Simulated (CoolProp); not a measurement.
Vapour-liquid equilibrium of ethylene (1) + propane (2) at 179.7 K; x and y are mole fractions of (1).

Model: multi-fluid Helmholtz-energy mixture model, Smukala 2000 and Lemmon 2009; pair parameters Bell 2016, in CoolProp.

### Question
Give the bubble pressure and the first vapour's composition at x = 0.05, 0.15, 0.45. Is there an azeotrope?

### Answer
x = 0.05: 0.01523 MPa, y = 0.689; x = 0.15: 0.03554 MPa, y = 0.879; x = 0.45: 0.09085 MPa, y = 0.967. No azeotrope shows between x = 0.05 and 0.95.

The pair parameters rest on a limited set of measurements; away from them the model extrapolates.
